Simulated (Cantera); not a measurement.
Input: 1 mol Si, a varied amount of HCl, 7.9 mol H2, equilibrated at 1300 K and 1330 Pa.

These are equilibrium values from Cantera (NASA tables, ideal gas, pure condensed phases), not measurements of a reactor. Candidate condensed phases: Si; 19 gas species. The tables' values for SiCl3 are old estimates; treat these amounts as uncertain. Kinetics and transport are ignored.

At 5.4 mol HCl, list the 4 most abundant gas species with their mole fractions, and the condensed phases.

H2 0.719, HCl 0.204, SiCl2 0.0395, SiCl4 0.0222. Condensed: gas only.
